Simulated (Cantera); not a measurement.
**Stirred combustor or abatement burner**

A perfectly stirred reactor is fed with CO : H₂ : CH₄ : O₂ : N₂ : CO₂ = 1 : 0.11 : 0.073 : 1.59 : 13.2 : 0.37 (molar parts), equivalence ratio 0.44, at 1.01 bar; it is adiabatic with a 625 K inlet, and is followed from long to short residence time, starting on the burning branch (τ in s: 0.023, 0.013, 0.0074, 0.0042, 0.0023, 0.0013, 0.00074, 0.00042, 0.00023, 0.00013, 7.4e-05).

Cantera simulation using GRI-Mech 3.0 (53 species, 325 reactions); the numbers are that mechanism's predictions, not measurements.

| τ (s) | T (K) | x CO | x H₂ | x CH₄ | x N₂O | x O |
|---|---|---|---|---|---|---|
| 0.023 | 1254 | 0.00545 | 0.000125 | 2.25e-5 | 7.70e-7 | 0.000287 |
| 0.013 | 1227 | 0.00871 | 0.000200 | 3.69e-5 | 6.30e-7 | 0.000362 |
| 0.0074 | 1161 | 0.0167 | 0.000416 | 8.84e-5 | 4.07e-7 | 0.000344 |
| 0.0042 | 625 | 0.0612 | 0.00673 | 0.00447 | <1e-12 | <1e-12 |
| 0.0023 | 625 | 0.0612 | 0.00673 | 0.00447 | <1e-12 | <1e-12 |
| 0.0013 | 625 | 0.0612 | 0.00673 | 0.00447 | <1e-12 | <1e-12 |
| 0.00074 | 625 | 0.0612 | 0.00673 | 0.00447 | <1e-12 | <1e-12 |
| 0.00042 | 625 | 0.0612 | 0.00673 | 0.00447 | <1e-12 | <1e-12 |
| 0.00023 | 625 | 0.0612 | 0.00673 | 0.00447 | <1e-12 | <1e-12 |
| 0.00013 | 625 | 0.0612 | 0.00673 | 0.00447 | <1e-12 | <1e-12 |
| 7.4e-5 | 625 | 0.0612 | 0.00673 | 0.00447 | <1e-12 | <1e-12 |
x: mole fraction; the columns are a selection and need not sum to one.
